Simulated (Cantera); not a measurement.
Input (Python, Cantera) and output of one run.

```python
import numpy as np
import cantera as ct

gas_names = """
    H HNO HNO2 HNO3 HO2 H2 H2O H2O2 N NH NH2 NH3 NH2OH NO NO2 NO3 N2 N2H2 N2H4 N2O O OH O2 O3 Si SiH
    SiH2 SiH3 SiH4 SiN SiO SiO2 Si2 Si2N Si3
""".split()
cond_names = """
    H2O(s) H2O(L) Si(cr) Si(L) SiO2(Lqz) SiO2(hqz) SiO2(L) Si2N2O(s) Si3N4(a)
""".split()


def load(file, names, dense=False):
    # The tables refer to 1 bar. Condensed volumes are neglected.
    table = {s.name: s for s in ct.Species.list_from_file(file)}
    out = []
    for n in names:
        d = dict(table[n].input_data)
        d["thermo"] = dict(d["thermo"], **{"reference-pressure": 1e5})
        if dense:
            d["equation-of-state"] = {"model": "constant-volume", "density": "1e6 g/cm^3"}
        out.append(ct.Species.from_dict(d))
    return out


gas = ct.Solution(thermo="ideal-gas", species=load("nasa_gas.yaml", gas_names))
cond = {s.name: ct.Solution(thermo="fixed-stoichiometry", species=[s], name=s.name)
        for s in load("nasa_condensed.yaml", cond_names, dense=True)}
atoms = {
    'Si3N4': {'Si': 3, 'N': 4},
    'H2O': {'H': 2, 'O': 1},
    'N2': {'N': 2},
}
top_T = {'Si2N2O(s)': 2100, 'Si3N4(a)': 2400}  # K; cautious upper limits of use, not melting points


def equilibrate(T, P, feed):
    n = {}
    for name, mol in feed.items():
        for a, k in atoms[name].items():
            n[a] = n.get(a, 0.0) + k * mol
    gas.TPX = T, P, n
    mass = sum(n.values()) * gas.mean_molecular_weight
    gas.equilibrate("TP")
    valid = [c for c in cond.values() if c.min_temp <= T <= top_T.get(c.name, c.max_temp)]
    mix = ct.Mixture([(gas, mass / gas.mean_molecular_weight)] + [(c, 0.0) for c in valid])
    mix.T, mix.P = T, P
    mix.equilibrate("TP", solver="vcs", rtol=1e-11, max_steps=5000)
    return mix


results = []
feed = {'Si3N4': 1, 'H2O': 0.0038, 'N2': 240}  # mol
T = 1348.15  # K
P = 1333.22  # Pa
mix = equilibrate(T, P, feed)
results.append((T, P, feed, dict(zip(mix.species_names, mix.species_moles))))
x = sorted(zip(gas.X, gas.species_names), reverse=True)
print(f"T = {T:g} K  P = {P:g} Pa  gas = {mix.phase_moles(0):.4g} mol")
print("   x: " + "  ".join(f"{s} {v:.3e}" for v, s in x if v > 0.001))
print("   condensed (mol): " + ("  ".join(f"{mix.phase(i).name} {mix.phase_moles(i):.4g}"
      for i in range(1, mix.n_phases) if mix.phase_moles(i) > 1e-12) or "none"))
```

Output:

```
T = 1348.15 K  P = 1333.22 Pa  gas = 240 mol
   x: N2 1.000e+00
   condensed (mol): Si2N2O(s) 0.003787  Si3N4(a) 0.9975
```

These are equilibrium values from Cantera (NASA tables, ideal gas, pure condensed phases), not measurements of a reactor. Mutual solubility and eutectic melting of coexisting phases are not modelled.
